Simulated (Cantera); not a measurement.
Input: 1 mol CH₃F, 0.01 mol F₂, 0.1 mol H₂, held at 32000 Pa.

Cantera equilibrium calculation (NASA polynomials, part measured and part estimated; ideal gas, pure solids and liquids). Candidate condensed phases: C, C₆H₆, C₇H₈, C₈H₁₈; 110 gas species. Ions and electrons are included (thermal ionisation). Kinetics and transport are ignored.

Q: At 3727 °C, list the 7 most abundant gas species with their mole fractions, and the condensed phases.

A: H 0.561, HF 0.194, F 0.0667, C 0.0501, C₃ 0.0451, H₂ 0.0396, C₂ 0.0215. Condensed: gas only.
